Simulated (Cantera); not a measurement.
## PbO + O₂ + H₂ (iron carbonyl, mercury and lead vapours)

A closed system holds: 1 mol PbO, 1.2 mol O₂, 0.43 mol H₂, at 0.133 bar.

Equilibrium computed with Cantera from the NASA thermochemical tables; the gas is ideal and each condensed phase is pure. Candidate condensed phases: H₂O, Pb, PbO, PbO₂, Pb₃O₄; 12 gas species. Gases not in the tables: (PbO)n polymers. The numbers say what is thermodynamically allowed, not how fast it happens.

```json
[
 {"T (K)": "1025", "x O₂": "0.696", "x H₂O": "0.304", "x PbO": "5.14e-6", "x OH": "7.21e-7", "x Pb": "7.70e-10", "x O": "7.54e-10", "x H₂": "1.80e-10", "n PbO(yellow)": "1.000", "n PbO(l)": "0"},
 {"T (K)": "1075", "x O₂": "0.696", "x H₂O": "0.304", "x PbO": "2.31e-5", "x OH": "1.75e-6", "x Pb": "6.88e-9", "x O": "3.00e-9", "x H₂": "6.99e-10", "n PbO(yellow)": "1.000", "n PbO(l)": "0"},
 {"T (K)": "1125", "x O₂": "0.696", "x H₂O": "0.304", "x PbO": "9.04e-5", "x OH": "3.93e-6", "x Pb": "5.04e-8", "x O": "1.05e-8", "x H₂": "2.40e-9", "n PbO(yellow)": "1.000", "n PbO(l)": "0"},
 {"T (K)": "1175", "x O₂": "0.696", "x H₂O": "0.304", "x PbO": "0.000302", "x OH": "8.23e-6", "x Pb": "2.99e-7", "x O": "3.34e-8", "x H₂": "7.45e-9", "n PbO(yellow)": "0", "n PbO(l)": "1.000"},
 {"T (K)": "1225", "x O₂": "0.696", "x H₂O": "0.304", "x PbO": "0.000847", "x OH": "1.62e-5", "x Pb": "1.42e-6", "x O": "9.61e-8", "x H₂": "2.11e-8", "n PbO(yellow)": "0", "n PbO(l)": "0.999"},
 {"T (K)": "1275", "x O₂": "0.695", "x H₂O": "0.303", "x PbO": "0.00217", "x OH": "3.04e-5", "x Pb": "5.92e-6", "x O": "2.55e-7", "x H₂": "5.50e-8", "n PbO(yellow)": "0", "n PbO(l)": "0.997"},
 {"T (K)": "1325", "x O₂": "0.692", "x H₂O": "0.302", "x PbO": "0.00518", "x OH": "5.41e-5", "x Pb": "2.21e-5", "x O": "6.28e-7", "x H₂": "1.33e-7", "n PbO(yellow)": "0", "n PbO(l)": "0.993"}
]
```
x: gas mole fraction; n: condensed amount in mol.

From 1025 K to 1125 K the condensed part is PbO(yellow). From 1175 K to 1325 K the condensed part is PbO(l).
